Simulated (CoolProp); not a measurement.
Vapour-liquid equilibrium of C2F6 (R116) (1) + propylene (2) at 388 kPa; x and y are mole fractions of (1).

Computed with CoolProp (multi-fluid Helmholtz-energy mixture model, Lemmon 2006 and Lemmon 2013; pair parameters Bell 2016).

Task: Give the bubble temperature and the first vapour's composition at x = 0.15, 0.45, 0.95. Is there an azeotrope?

Result: x = 0.15: -44.0 °C, y = 0.703; x = 0.45: -48.4 °C, y = 0.767; x = 0.95: -49.3 °C, y = 0.937. y crosses x between x = 0.85 and 0.95: the model has an azeotrope there.

The pair parameters rest on a limited set of measurements; away from them the model extrapolates. With so large a gap from Raoult's law the liquid may split in two, which this calculation doesn't test in full.
